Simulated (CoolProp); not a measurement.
Properties of octamethyltrisiloxane (MDM) along the isotherm 575 K (Tc = 565.4 K, pc = 1.438 MPa, ω = 0.528).

The numbers come from the reference Helmholtz-energy equation of state, Thol 2017 in CoolProp.

```csv
p (MPa),phase,Z,cp (kJ/(kg K)),fugacity coefficient
0.0227,gas,0.9951,2.094,0.9951
0.0517,gas,0.9887,2.096,0.9888
0.118,gas,0.9739,2.102,0.9745
0.268,gas,0.9389,[?],0.9422
0.61,gas,0.8503,2.165,0.8691
1.39,gas,[?],[?],0.6997
3.16,supercritical,0.3383,2.561,[?]
7.19,supercritical,0.6646,2.397,0.2599
```

Fill in the missing entries.


- 0.268, cp (kJ/(kg K)): 2.116
- 1.39, Z: 0.5452
- 1.39, cp (kJ/(kg K)): 2.787
- 3.16, fugacity coefficient: 0.3983
